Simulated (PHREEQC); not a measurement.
**Brine**

Consider water at 20 °C with 0.5 mol/kgw H2SO4 and 0.19 mol/kgw MgSO4. Closed to the air; pH follows from the charge balance.

Model: Pitzer model, pitzer.dat, run in PHREEQC.

The pH comes out as 0.35 and the ionic strength comes out as 1.34 mol/kgw. The activity of water is 0.978 and the density is 1.050 g/cm³. The osmotic coefficient is 0.874 and the total alkalinity is -1000 meq/kg.

```csv
species,molality,activity,log γ
H+,0.539,0.450,-0.079
HSO4-,0.461,0.311,-0.171
SO4-2,0.230,0.00833,-1.440
Mg+2,0.190,0.0531,-0.553
```

Precipitation was switched off in this run. Species that the database lacks are ignored. In brines, pH and single-ion activities rest on the MacInnes convention.
